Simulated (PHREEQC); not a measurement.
## Brine: an equilibrium model

A solution holds 0.39 mol Na2SO4, 0.0016 mol Na2B4O7 and 0.45 mol MgCl2 per kg of water, at 45 °C. Closed to the air; pH follows from the charge balance.

Computed with PHREEQC (Pitzer model, pitzer.dat).

Each row changes one thing in this solution. No solid was allowed to form.

| case | pH | HSO4- (mol/kgw) | SI of Thenardite (Na2SO4) | SI of Mirabilite (Na2SO4:10H2O) |
|---|---|---|---|---|
| as made | 8.28 | 1.83e-8 | -2.04 | -2.10 |
| temperature from 45 to 75 °C | 8.10 | (withheld) | -1.98 | -2.85 |
| Na2B4O7 left out | 6.30 | 1.72e-6 | -2.05 | -2.10 |
| MgCl2 from 0.45 to 0.09 mol/kgw | 8.75 | 1.38e-8 | -1.88 | -1.86 |
| MgCl2 left out | 8.92 | 1.21e-8 | (withheld) | -1.79 |
| MgCl2 from 0.45 to 0.405 mol/kgw | 8.32 | 1.79e-8 | -2.03 | -2.08 |

### Question
Complete the blanks.

### Answer

- temperature from 45 to 75 °C, HSO4- (mol/kgw): 6.28e-8
- MgCl2 left out, SI of Thenardite (Na2SO4): -1.83

In brines, pH and single-ion activities rest on the MacInnes convention. Constants without temperature data keep their 25 °C values here.
